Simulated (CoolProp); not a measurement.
A Linde-Hampson liquefier for methane: isothermal reversible compression at 290 K from 1 atm to 40 MPa, throttling to 1 atm, return gas leaving the recuperator 0 K below the feed. Each further row changes one setting.

Computed with CoolProp (reference Helmholtz-energy equation of state, Setzmann 1991).

```csv
case,liquid yield per pass,compression work (kJ/kg of gas)
as stated,___,840
high pressure 80 MPa,0.239,___
warm-end temperature 320 K,___,___
warm-end gap 5 K,___,840
```

Problem. Complete the blanks.

Solution. 
- as stated, liquid yield per pass: 0.267
- high pressure 80 MPa, compression work (kJ/kg of gas): 976
- warm-end temperature 320 K, liquid yield per pass: 0.215
- warm-end temperature 320 K, compression work (kJ/kg of gas): 950
- warm-end gap 5 K, liquid yield per pass: 0.258
